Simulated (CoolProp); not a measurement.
Vapour-liquid equilibrium of cyclopentane (1) + octamethylcyclotetrasiloxane (D4) (2) at 323.1 K; x and y are mole fractions of (1).

Computed with CoolProp (multi-fluid Helmholtz-energy mixture model, Gedanitz 2015 and Thol 2015; pair parameters Bell 2016).

| x | bubble pressure (kPa) | y at the bubble point | dew pressure at overall composition x (kPa) | liquid density (mol/L) |
|---|---|---|---|---|
| 0.05 | 4.559 | 0.850 | 0.7544 | 3.237 |
| 0.2 | 16.84 | 0.965 | 0.8945 | 3.680 |
| 0.35 | 30.41 | 0.984 | 1.098 | 4.235 |
| 0.5 | 45.39 | 0.992 | 1.423 | 4.951 |
| 0.65 | 61.85 | 0.996 | 2.018 | 5.908 |
| 0.8 | 79.71 | 0.998 | 3.470 | 7.252 |
| 0.95 | 98.02 | 1.000 | 12.39 | 9.274 |

No azeotrope shows between x = 0.05 and 0.95.

The pair parameters rest on a limited set of measurements; away from them the model extrapolates.
